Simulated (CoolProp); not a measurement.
R245ca along the isotherm 450 K: fugacity coefficient from the reference equation and from simpler models built on Tc = 447.6 K, pc = 3941 kPa, ω = 0.355; each cubic takes its own stable root.

Values from CoolProp's reference Helmholtz-energy equation of state, Zhou 2016.

```json
[
 {"p (kPa)": "896", "phase": "gas", "reference": "0.9228"},
 {"p (kPa)": "1790", "phase": "gas", "reference": "0.8480"},
 {"p (kPa)": "2690", "phase": "gas", "reference": "0.7736"},
 {"p (kPa)": "3580", "phase": "gas", "reference": "0.6982"},
 {"p (kPa)": "4480", "phase": "supercritical", "reference": "0.6060"},
 {"p (kPa)": "5370", "phase": "supercritical", "reference": "0.5262"},
 {"p (kPa)": "6270", "phase": "supercritical", "reference": "0.4679"},
 {"p (kPa)": "7160", "phase": "supercritical", "reference": "0.4246"},
 {"p (kPa)": "8060", "phase": "supercritical", "reference": "0.3907"},
 {"p (kPa)": "8960", "phase": "supercritical", "reference": "0.3636"},
 {"p (kPa)": "9850", "phase": "supercritical", "reference": "0.3419"}
]
```

Q: How far does each simpler model (Redlich-Kwong, Soave-Redlich-Kwong) lie from the reference over these 11 states: mean and median of the absolute difference, and the worst?

A: 
- Redlich-Kwong: mean 2.6 %, median 2.5 %, worst +5.5 % at 450 K and 9850 kPa
- Soave-Redlich-Kwong: mean 3.0 %, median 3.0 %, worst +6.1 % at 450 K and 9850 kPa
